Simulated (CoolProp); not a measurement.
Fluoroethane (R161) at 298.15 K and 5 MPa is throttled through a valve to 0.612 MPa with no heat exchange. Each further row changes one setting.

Values from CoolProp's reference Helmholtz-energy equation of state, Wu 2012.

```
case                       temperature change (K)                       final phase  final density (kg/m³)
-------------------------  ----------------------  --------------------------------  ---------------------
as stated                                   -14.3  two-phase, vapour fraction 0.091                    131
outlet pressure 0.184 MPa                   -48.7  two-phase, vapour fraction 0.257                   17.2
outlet pressure 0.796 MPa                    -5.4  two-phase, vapour fraction 0.037                    298
```
